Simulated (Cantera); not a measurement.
A Cantera script and what it prints.

```python
import numpy as np
import cantera as ct

gas_names = """
    CL CL2 H HCL H2 Si SiCL SiCL2 SiCL3 SiCL4 SiH SiHCL3 SiH2 SiH2CL2 SiH3 SiH3CL SiH4 Si2 Si3
""".split()
cond_names = """
    Si(cr) Si(L)
""".split()


# ... load() reads the species with a 1 bar reference pressure and builds the phases ...
atoms = {
    'SiCl4': {'Si': 1, 'CL': 4},
    'H2': {'H': 2},
    'Cl2': {'CL': 2},
}
top_T = {}  # K; cautious upper limits of use, not melting points


# ... equilibrate(T, P, feed) seeds the gas with the atoms and calls Mixture.equilibrate('TP', solver="vcs", rtol=1e-11, max_steps=5000) ...
results = []
T = 623  # K
P = 830000  # Pa
for m in [0.5, 0.68, 0.86, 1, 1.2, 1.4, 1.6, 1.8, 1.9, 2.1, 2.3]:
    feed = {'SiCl4': 1, 'H2': 1.4, 'Cl2': m}  # mol
    mix = equilibrate(T, P, feed)
    results.append((T, P, feed, dict(zip(mix.species_names, mix.species_moles))))
    x = sorted(zip(gas.X, gas.species_names), reverse=True)
    print(f"T = {T:g} K  P = {P:g} Pa  n(Cl2) = {m:g} mol  gas = {mix.phase_moles(0):.4g} mol")
    print("   x: " + "  ".join(f"{s} {v:.3e}" for v, s in x if v > 0.001))
    print("   condensed (mol): " + ("  ".join(f"{mix.phase(i).name} {mix.phase_moles(i):.4g}"
          for i in range(1, mix.n_phases) if mix.phase_moles(i) > 1e-12) or "none"))
```

Output:

```
T = 623 K  P = 830000 Pa  n(Cl2) = 0.5 mol  gas = 2.9 mol
   x: HCL 3.448e-01  SiCL4 3.448e-01  H2 3.103e-01
   condensed (mol): none
T = 623 K  P = 830000 Pa  n(Cl2) = 0.68 mol  gas = 3.08 mol
   x: HCL 4.416e-01  SiCL4 3.247e-01  H2 2.338e-01
   condensed (mol): none
T = 623 K  P = 830000 Pa  n(Cl2) = 0.86 mol  gas = 3.26 mol
   x: HCL 5.276e-01  SiCL4 3.067e-01  H2 1.656e-01
   condensed (mol): none
T = 623 K  P = 830000 Pa  n(Cl2) = 1 mol  gas = 3.4 mol
   x: HCL 5.882e-01  SiCL4 2.941e-01  H2 1.176e-01
   condensed (mol): none
T = 623 K  P = 830000 Pa  n(Cl2) = 1.2 mol  gas = 3.6 mol
   x: HCL 6.667e-01  SiCL4 2.778e-01  H2 5.555e-02
   condensed (mol): none
T = 623 K  P = 830000 Pa  n(Cl2) = 1.4 mol  gas = 3.8 mol
   x: HCL 7.368e-01  SiCL4 2.632e-01
   condensed (mol): none
T = 623 K  P = 830000 Pa  n(Cl2) = 1.6 mol  gas = 4 mol
   x: HCL 7.000e-01  SiCL4 2.500e-01  CL2 5.000e-02
   condensed (mol): none
T = 623 K  P = 830000 Pa  n(Cl2) = 1.8 mol  gas = 4.2 mol
   x: HCL 6.667e-01  SiCL4 2.381e-01  CL2 9.524e-02
   condensed (mol): none
T = 623 K  P = 830000 Pa  n(Cl2) = 1.9 mol  gas = 4.3 mol
   x: HCL 6.512e-01  SiCL4 2.326e-01  CL2 1.163e-01
   condensed (mol): none
T = 623 K  P = 830000 Pa  n(Cl2) = 2.1 mol  gas = 4.5 mol
   x: HCL 6.222e-01  SiCL4 2.222e-01  CL2 1.556e-01
   condensed (mol): none
T = 623 K  P = 830000 Pa  n(Cl2) = 2.3 mol  gas = 4.7 mol
   x: HCL 5.957e-01  SiCL4 2.128e-01  CL2 1.915e-01
   condensed (mol): none
```

Cantera equilibrium calculation (NASA polynomials, part measured and part estimated; ideal gas, pure solids and liquids).
